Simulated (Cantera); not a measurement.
Charge: 1 mol Si, 0.13 mol N2O, 8.3 mol N2, 1.6 mol CO2, held at 1825 °C and 73000 Pa.

These are equilibrium values from Cantera (NASA tables, ideal gas, pure condensed phases), not measurements of a reactor. Candidate condensed phases: C, Si, SiC, SiO2, Si2N2O, Si3N4; 34 gas species. The tables hold silica as quartz up to 1696 K and as liquid above; real silica turns to tridymite and cristobalite and melts near 1996 K. Equilibrium is a limit: real reactors are often held back by kinetics, nucleation or transport.

Base state: N2 0.818, CO 0.155, SiO 0.0267, CO2 0.000497 (mole fractions); condensed: SiO2(l).

### Question
What changes in the equilibrium state with this change: temperature from 1825 °C to 725 °C?

### Answer
```csv
species,before,after
N2,0.818,0.869
CO,0.155,0.124
CO2,0.000497,0.00663
SiO,0.0267,<1e-9
"SiO2(l), mol",0.725,0
"C(graphite), mol",0,0.334
"SiO2(β-quartz), mol",0,1.00
```
